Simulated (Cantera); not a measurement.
Input (Python, Cantera) and output of one run.

```python
import numpy as np
import cantera as ct

gas_names = [...]  # 115 gases of nasa_gas.yaml made of C, Ca, H, O
cond_names = """
    C(gr) C6H6(L) C7H8(L) C8H18(L),n-octa Ca(a) Ca(b) Ca(L) CaCO3(caL) CaO(s) CaO(L) CaO2H2(s) H2O(s)
    H2O(L)
""".split()


# ... load() reads the species with a 1 bar reference pressure and builds the phases ...
atoms = {
    'Ca(OH)2': {'Ca': 1, 'O': 2, 'H': 2},
    'C': {'C': 1},
    'O2': {'O': 2},
    'H2O': {'H': 2, 'O': 1},
}
top_T = {'C(gr)': 4500}  # K; cautious upper limits of use, not melting points


# ... equilibrate(T, P, feed) seeds the gas with the atoms and calls Mixture.equilibrate('TP', solver="vcs", rtol=1e-11, max_steps=5000) ...
results = []
feed = {'Ca(OH)2': 1, 'C': 0.11, 'O2': 0.25, 'H2O': 0.41}  # mol
P = 100000  # Pa
for T in [1450, 1500, 1550, 1600, 1650, 1700, 1750, 1800, 1850, 1900, 1950, 2000, 2050]:
    mix = equilibrate(T, P, feed)
    results.append((T, P, feed, dict(zip(mix.species_names, mix.species_moles))))
    x = sorted(zip(gas.X, gas.species_names), reverse=True)
    print(f"T = {T:g} K  P = {P:g} Pa  gas = {mix.phase_moles(0):.4g} mol")
    print("   x: " + "  ".join(f"{s} {v:.3e}" for v, s in x if v > 1e-06))
    print("   condensed (mol): " + ("  ".join(f"{mix.phase(i).name} {mix.phase_moles(i):.4g}"
          for i in range(1, mix.n_phases) if mix.phase_moles(i) > 1e-12) or "none"))
```

Output:

```
T = 1450 K  P = 100000 Pa  gas = 1.66 mol
   x: H2O 8.493e-01  O2 8.431e-02  CO2 6.626e-02  OH 1.157e-04  H2 2.771e-06
   condensed (mol): CaO(s) 1
T = 1500 K  P = 100000 Pa  gas = 1.66 mol
   x: H2O 8.493e-01  O2 8.429e-02  CO2 6.626e-02  OH 1.815e-04  H2 5.534e-06  O 1.177e-06  CO 1.117e-06
   condensed (mol): CaO(s) 1
T = 1550 K  P = 100000 Pa  gas = 1.66 mol
   x: H2O 8.492e-01  O2 8.427e-02  CO2 6.626e-02  OH 2.765e-04  H2 1.057e-05  CO 2.307e-06  O 2.272e-06
   condensed (mol): CaO(s) 1
T = 1600 K  P = 100000 Pa  gas = 1.66 mol
   x: H2O 8.491e-01  O2 8.423e-02  CO2 6.625e-02  OH 4.103e-04  H2 1.941e-05  CO 4.551e-06  O 4.209e-06  CaO2H2 1.721e-06
   condensed (mol): CaO(s) 1
T = 1650 K  P = 100000 Pa  gas = 1.66 mol
   x: H2O 8.489e-01  O2 8.419e-02  CO2 6.624e-02  OH 5.945e-04  H2 3.434e-05  CO 8.609e-06  O 7.514e-06  CaO2H2 3.125e-06
   condensed (mol): CaO(s) 1
T = 1700 K  P = 100000 Pa  gas = 1.66 mol
   x: H2O 8.487e-01  O2 8.414e-02  CO2 6.623e-02  OH 8.428e-04  H2 5.879e-05  CO 1.568e-05  O 1.297e-05  CaO2H2 5.474e-06  H 1.130e-06  HO2 1.007e-06
   condensed (mol): CaO(s) 1
T = 1750 K  P = 100000 Pa  gas = 1.661 mol
   x: H2O 8.484e-01  O2 8.406e-02  CO2 6.621e-02  OH 1.171e-03  H2 9.762e-05  CO 2.758e-05  O 2.169e-05  CaO2H2 9.277e-06  H 2.298e-06  HO2 1.319e-06
   condensed (mol): CaO(s) 1
T = 1800 K  P = 100000 Pa  gas = 1.661 mol
   x: H2O 8.480e-01  O2 8.398e-02  CO2 6.618e-02  OH 1.597e-03  H2 1.576e-04  CO 4.699e-05  O 3.526e-05  CaO2H2 1.526e-05  H 4.495e-06  HO2 1.701e-06
   condensed (mol): CaO(s) 1
T = 1850 K  P = 100000 Pa  gas = 1.661 mol
   x: H2O 8.474e-01  O2 8.388e-02  CO2 6.614e-02  OH 2.142e-03  H2 2.480e-04  CO 7.775e-05  O 5.585e-05  CaO2H2 2.440e-05  H 8.484e-06  HO2 2.164e-06
   condensed (mol): CaO(s) 1
T = 1900 K  P = 100000 Pa  gas = 1.662 mol
   x: H2O 8.467e-01  O2 8.376e-02  CO2 6.607e-02  OH 2.827e-03  H2 3.811e-04  CO 1.252e-04  O 8.634e-05  CaO2H2 3.803e-05  H 1.549e-05  HO2 2.717e-06
   condensed (mol): CaO(s) 0.9999
T = 1950 K  P = 100000 Pa  gas = 1.662 mol
   x: H2O 8.457e-01  O2 8.362e-02  CO2 6.598e-02  OH 3.679e-03  H2 5.727e-04  CO 1.965e-04  O 1.305e-04  CaO2H2 5.788e-05  H 2.743e-05  HO2 3.371e-06
   condensed (mol): CaO(s) 0.9999
T = 2000 K  P = 100000 Pa  gas = 1.663 mol
   x: H2O 8.445e-01  O2 8.348e-02  CO2 6.584e-02  OH 4.723e-03  H2 8.432e-04  CO 3.013e-04  O 1.933e-04  CaO2H2 8.617e-05  H 4.722e-05  HO2 4.138e-06
   condensed (mol): CaO(s) 0.9999
T = 2050 K  P = 100000 Pa  gas = 1.664 mol
   x: H2O 8.429e-01  O2 8.334e-02  CO2 6.565e-02  OH 5.988e-03  H2 1.218e-03  CO 4.520e-04  O 2.809e-04  CaO2H2 1.257e-04  H 7.917e-05  HO2 5.027e-06
   condensed (mol): CaO(s) 0.9998
```

Equilibrium computed with Cantera from the NASA thermochemical tables; the gas is ideal and each condensed phase is pure.
